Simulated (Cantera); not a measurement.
## Ammonia decomposition in nitride growth gas

An isothermal, constant-pressure homogeneous reactor starts with NH3 : H2 = 1 : 13 (molar parts), at 2175 K and 0.0133 bar.

Detailed kinetics in Cantera: the gas-phase N/H chemistry of the illustrative SiF4/NH3 mechanism in the Surface Chemkin manual (1991). Walls and surfaces, which speed up NH3 decomposition in real reactors, are not modelled.

```
t (s)       x NH3   x H2      x N2       x N     x NH2      x NH       x H
--------  -------  -----  --------  --------  --------  --------  --------
5.00e-6    0.0714  0.929    <1e-12    <1e-12   2.40e-7    <1e-12   4.22e-7
1.52e-5    0.0714  0.929    <1e-12    <1e-12   5.72e-7  7.56e-12   1.43e-6
4.59e-5    0.0714  0.929    <1e-12    <1e-12   1.37e-6  1.11e-10   4.70e-6
0.000139   0.0714  0.929  5.35e-12  1.05e-12   3.73e-6   1.28e-9   1.47e-5
0.000422   0.0714  0.929  3.52e-10  3.66e-11   1.09e-5   1.28e-8   4.49e-5
0.00128    0.0714  0.928   1.74e-8   1.10e-9   3.25e-5   1.21e-7  0.000136
0.00387    0.0713  0.928   8.16e-7   3.07e-8   9.74e-5   1.10e-6  0.000412
0.0117     0.0710  0.927   4.47e-5   7.47e-7  0.000282   9.27e-6   0.00120
0.0356     0.0681  0.928   0.00127   4.28e-6  0.000494   2.93e-5   0.00219
0.108      0.0570  0.934   0.00647   4.57e-6  0.000447   2.88e-5   0.00239
0.327      0.0332  0.946    0.0176   4.64e-6  0.000313   2.43e-5   0.00290
0.990     0.00523  0.958    0.0307   5.58e-6   9.63e-5   1.48e-5   0.00574
3.00      8.04e-6  0.938    0.0329   1.15e-6   7.54e-7   5.95e-7    0.0286
```
x: mole fraction; the columns are a selection and need not sum to one.

Equilibrium at this temperature and pressure: NH3 3.30e-8, H2 0.926, N2 0.0327, N 1.44e-8, NH2 4.49e-9, NH 5.13e-9, H 0.0410 (gas phase only).
